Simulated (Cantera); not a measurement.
A closed system holds: 1 mol SiO2, 1.1 mol C, 0.12 mol N2, held at 21.0 Pa.

Equilibrium computed with Cantera from the NASA thermochemical tables; the gas is ideal and each condensed phase is pure. Candidate condensed phases: C, Si, SiC, SiO2, Si2N2O, Si3N4; 34 gas species. The numbers say what is thermodynamically allowed, not how fast it happens.

Task: At 1550 K, list the 4 most abundant gas species with their mole fractions, and the condensed phases.

Result: CO 0.495, SiO 0.448, N2 0.0566, Si 2.70e-5. Condensed: SiC(s).
